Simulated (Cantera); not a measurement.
A perfectly stirred reactor is fed with H2 : O2 : N2 = 1 : 0.758 : 2.85 (molar parts), equivalence ratio 0.66, at 1.00 bar; it is adiabatic with a 475 K inlet, and is followed from long to short residence time, starting on the burning branch (τ in s: 0.16, 0.065, 0.027, 0.011, 0.0044, 0.0018, 0.00074, 0.0003, 0.00012, 5e-05).

Model: GRI-Mech 3.0 (53 species, 325 reactions), integrated in Cantera.

One state of this run: T (K) = 1842; x H2 = 0.0127; x O2 = 0.0634; x HO2 = 2.24e-5; x N2O = 1.97e-7; x OH = 0.0123; x O = 0.00742. x: mole fraction; the columns are a selection and need not sum to one.

Task: Which value of τ (s) does it belong to?
(A) 0.065
(B) 0.00030
(C) 0.0018
(D) 0.027

Result: B, 0.00030
